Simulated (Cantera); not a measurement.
Moist CO burnout

An isothermal, constant-pressure homogeneous reactor starts with CO : O2 : H2O : N2 = 0.0017 : 0.044 : 0.00025 : 1 (molar parts), equivalence ratio 0.019, at 1375 K and 250000 Pa.

Detailed kinetics in Cantera: GRI-Mech 3.0 (53 species, 325 reactions).

| t (s) | x CO | x O2 | x H2O | x NO | x H2 | x H |
|---|---|---|---|---|---|---|
| 3.00e-5 | 0.00163 | 0.0421 | 0.000239 | <1e-12 | <1e-12 | <1e-12 |
| 9.53e-5 | 0.00163 | 0.0421 | 0.000239 | <1e-12 | <1e-12 | 6.81e-12 |
| 0.000303 | 0.00163 | 0.0421 | 0.000239 | <1e-12 | 1.94e-12 | 5.77e-11 |
| 0.000962 | 0.00163 | 0.0421 | 0.000239 | <1e-12 | 5.94e-11 | 6.08e-10 |
| 0.00306 | 0.00162 | 0.0421 | 0.000238 | 2.23e-11 | 8.46e-9 | 3.55e-8 |
| 0.00972 | 0.000933 | 0.0417 | 0.000231 | 1.06e-7 | 3.59e-7 | 7.11e-7 |
| 0.0309 | 0.000205 | 0.0414 | 0.000235 | 6.43e-7 | 8.04e-8 | 9.59e-8 |
| 0.0981 | 2.10e-5 | 0.0413 | 0.000238 | 1.01e-6 | 9.85e-9 | 6.31e-9 |
| 0.312 | 1.02e-6 | 0.0413 | 0.000239 | 1.10e-6 | 1.16e-9 | 3.33e-10 |
| 0.990 | 2.03e-8 | 0.0413 | 0.000239 | 1.12e-6 | 2.59e-10 | 3.91e-11 |
| 3.15 | 3.22e-9 | 0.0413 | 0.000239 | 1.12e-6 | 2.29e-10 | 3.30e-11 |
| 10.0 | 3.22e-9 | 0.0413 | 0.000239 | 1.13e-6 | 2.29e-10 | 3.30e-11 |
x: mole fraction; the columns are a selection and need not sum to one.

Equilibrium at this temperature and pressure: CO 3.23e-9, O2 0.0411, H2O 0.000239, NO 0.000308, H2 2.29e-10, H 3.30e-11 (gas phase only).
